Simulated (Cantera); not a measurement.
Equilibrium for nitride etching: Si3N4 + H2O + H2

Charge: 1 mol Si3N4, 1.4 mol H2O, 32 mol H2, equilibrated at 0.0170 bar.

Equilibrium computed with Cantera from the NASA thermochemical tables; the gas is ideal and each condensed phase is pure. Candidate condensed phases: H2O, Si, SiO2, Si2N2O, Si3N4; 35 gas species. Mutual solubility and eutectic melting of coexisting phases are not modelled. Equilibrium is a limit: real reactors are often held back by kinetics, nucleation or transport.

From 575 °C to 1275 °C the condensed part is Si2N2O(s) + Si3N4(s). At 1375 °C the condensed part is Si(s) + Si2N2O(s).

```csv
T (°C),x H2,x N2,x SiO,x H,n Si2N2O(s),n Si3N4(s),n Si(s)
575,0.986,0.0138,<1e-12,1.45e-10,1.40,0.0667,0
675,0.986,0.0138,<1e-12,3.99e-9,1.40,0.0667,0
775,0.986,0.0138,<1e-12,5.88e-8,1.40,0.0667,0
875,0.986,0.0138,1.87e-11,5.46e-7,1.40,0.0667,0
975,0.986,0.0138,2.50e-9,3.56e-6,1.40,0.0667,0
1075,0.986,0.0138,1.59e-7,1.76e-5,1.40,0.0667,0
1175,0.986,0.0138,5.66e-6,7.02e-5,1.40,0.0667,0
1275,0.986,0.0138,0.000125,0.000234,1.40,0.0680,0
1375,0.977,0.0201,0.00260,0.000675,1.31,0,0.288
```
x: gas mole fraction; n: condensed amount in mol.
